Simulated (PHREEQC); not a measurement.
Solution (70 °C): 35 mmol/kgw CuSO4 and 45 mmol/kgw FeCl3. Closed to the air; pH follows from the charge balance.

Equilibrium calculation in PHREEQC: ion-association model, phreeqc.dat.

Each row changes one thing in this solution. No solid was allowed to form.

```csv
case,pH,ionic strength (mol/kgw),Cu+2 (mol/kgw),SO4-2 (mol/kgw),HSO4- (mol/kgw),CuSO4 (mol/kgw)
as made,2.11,0.210,0.0198,0.00711,0.00596,0.00273
diluted 2-fold with water,2.23,0.110,0.0115,0.00400,…,0.00142
diluted 10-fold with water,2.56,0.0241,0.00283,0.00137,0.000698,0.000297
FeCl3 left out,4.25,0.0792,0.0197,0.0198,0.000159,0.0151
diluted 100-fold with water,3.19,0.00272,0.000329,0.000282,4.54e-5,1.52e-5
CuSO4 from 0.035 to 0.35 mol/kgw,2.89,0.701,…,0.142,0.0118,0.153
temperature from 70 to 35 °C,2.21,0.216,0.0271,…,0.00191,0.00333
CuSO4 from 0.035 to 0.0315 mol/kgw,2.08,0.206,0.0179,0.00605,0.00547,0.00214
```

Task: What belongs in the gaps?

Result: 
- diluted 2-fold with water, HSO4- (mol/kgw): 0.00309
- CuSO4 from 0.035 to 0.35 mol/kgw, Cu+2 (mol/kgw): 0.149
- temperature from 70 to 35 °C, SO4-2 (mol/kgw): 0.00677

The ionic strength passes 0.7 mol/kgw, the rough limit of the ion-association models, in CuSO4 from 0.035 to 0.35 mol/kgw. Some of these states are supersaturated (in Hematite (slow to form), Goethite (slow to form), for instance). Away from 25 °C the constants follow the database's enthalpies or fits; those with neither stay at their 25 °C values.
